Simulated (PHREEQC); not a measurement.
Dissolve 28 mmol/kgw Na2S, 0.12 mmol/kgw NH4HS and 7.5 mmol/kgw NaHCO3 at 30 °C. Closed to the air; pH follows from the charge balance.

Equilibrium calculation in PHREEQC: ion-association model, phreeqc.dat.

This is a speciation only: nothing precipitates in the calculation.

Predict the pH, specific conductance.

pH 11.90; specific conductance 8150 µS/cm.

In which forms is C present?

CO3-2 61 %, NaCO3- 38 %, HCO3- 0.8 % of the C.

With this much S-2 the pH rests on the database's HS-/S-2 constant; if that pK is higher, the solution is more alkaline. The database's pK near 12.9 for HS-/S-2 is now thought far too low, so its S-2 is overstated.
